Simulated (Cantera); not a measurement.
A closed system holds: 1 mol SiH2Cl2, 0.25 mol HCl, 29 mol H2, equilibrated at 1248.15 K and 1.70 bar.

Method: chemical equilibrium by Gibbs-energy minimisation in Cantera with the NASA 1993 tables (ideal gas, pure condensed phases). Candidate condensed phases: Si; 19 gas species. The tables' values for SiCl3 are old estimates; treat these amounts as uncertain. Kinetics and transport are ignored.

Base state: H2 0.959, HCl 0.0260, SiHCl3 0.00624, SiCl4 0.00479, SiCl2 0.00177, SiH2Cl2 0.00110, SiCl3 0.00108, SiH3Cl 5.41e-5 (mole fractions); condensed: Si(s).

**Question.** What changes in the equilibrium state with this change: HCl from 0.25 to 2.6 mol?

**Answer.** 
```csv
species,before,after
H2,0.959,0.931
HCl,0.0260,0.0389
SiCl4,0.00479,0.0136
SiHCl3,0.00624,0.0115
SiCl3,0.00108,0.00202
SiH3Cl,5.41e-5,4.17e-5
SiCl2,0.00177,0.00217
SiH2Cl2,0.00110,0.00131
"Si(s), mol",0.536,0
```
